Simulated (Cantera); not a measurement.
Feed: 1 mol SiCl4, 0.85 mol N2, 1.9 mol NH3, held at 502 °C and 0.00230 bar.

Method: chemical equilibrium by Gibbs-energy minimisation in Cantera with the NASA 1993 tables (ideal gas, pure condensed phases). Candidate condensed phases: NH4Cl, Si, Si3N4; 28 gas species. Kinetics and transport are ignored.

Base state: HCl 0.378, H2 0.300, N2 0.246, SiCl4 0.0769, SiHCl3 3.95e-5 (mole fractions); condensed: Si3N4(s).

### Question
What changes in the equilibrium state with this change: temperature from 502 °C to 1300 °C?

### Answer
```csv
species,before,after
HCl,0.378,0.294
H2,0.300,0.283
N2,0.246,0.272
SiCl2,<1e-9,0.144
SiCl4,0.0769,0.000674
H,<1e-9,0.000452
Cl,<1e-9,0.000373
SiCl,<1e-9,3.57e-5
SiCl3,6.19e-7,0.00608
SiHCl3,3.95e-5,8.60e-5
"Si3N4(s), mol",0.184,0
```
The tables' values for SiCl3, SiCl are old estimates; treat these amounts as uncertain.
